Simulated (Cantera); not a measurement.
Cantera run:

```python
import numpy as np
import cantera as ct

gas_names = """
    H HO2 H2 H2O H2O2 O OH O2 O3 Si SiH SiH2 SiH3 SiH4 SiO SiO2 Si2 Si3
""".split()
cond_names = """
    H2O(s) H2O(L) Si(cr) Si(L) SiO2(Lqz) SiO2(hqz) SiO2(L)
""".split()


# ... load() reads the species with a 1 bar reference pressure and builds the phases ...
atoms = {
    'SiO2': {'Si': 1, 'O': 2},
    'H2': {'H': 2},
}
top_T = {}  # K; cautious upper limits of use, not melting points


# ... equilibrate(T, P, feed) seeds the gas with the atoms and calls Mixture.equilibrate('TP', solver="vcs", rtol=1e-11, max_steps=5000) ...
results = []
feed = {'SiO2': 1, 'H2': 280}  # mol
P = 100000  # Pa
for T in [1098, 1198, 1298, 1398, 1498, 1598, 1698, 1798, 1898, 1998]:
    mix = equilibrate(T, P, feed)
    results.append((T, P, feed, dict(zip(mix.species_names, mix.species_moles))))

top = {s: max(r[3][s] / sum(r[3][g] for g in gas_names) for r in results) for s in gas_names}
cols = sorted((s for s in top if top[s] > 0.001), key=lambda s: -top[s])[:7]
seen = [c for c in cond_names if any(r[3].get(c, 0) > 1e-12 for r in results)]
print("log10 of partial pressures in bar; condensed amounts in mol")
print(f"{'T/K':>10s}" + "".join(f"{s[:9]:>10s}" for s in cols + seen))
for T, P, feed, n in results:
    ng = sum(n[g] for g in gas_names)
    print(f"{T:10.4g}" + "".join(f"{np.log10(max(n[s] / ng * P / 1e5, 1e-99)):10.3f}" for s in cols)
          + "".join(f"{n.get(c, 0):10.4g}" for c in seen))
```

Output:

```
log10 of partial pressures in bar; condensed amounts in mol
       T/K        H2       SiO       H2O         H SiO2(hqz)   SiO2(L)
      1098    -0.000    -8.376    -7.351    -7.607         1         0
      1198    -0.000    -6.885    -6.662    -6.721         1         0
      1298    -0.000    -5.865    -5.846    -5.970    0.9996         0
      1398    -0.000    -5.073    -5.071    -5.325    0.9976         0
      1498    -0.000    -4.396    -4.395    -4.765    0.9887         0
      1598    -0.000    -3.807    -3.806    -4.274    0.9563         0
      1698    -0.001    -3.289    -3.289    -3.840         0    0.8561
      1798    -0.001    -2.839    -2.839    -3.454         0    0.5933
      1898    -0.003    -2.449    -2.449    -3.109         0         0
      1998    -0.004    -2.449    -2.449    -2.797         0         0
```

Method: chemical equilibrium by Gibbs-energy minimisation in Cantera with the NASA 1993 tables (ideal gas, pure condensed phases). The tables hold silica as quartz up to 1696 K and as liquid above; real silica turns to tridymite and cristobalite and melts near 1996 K.
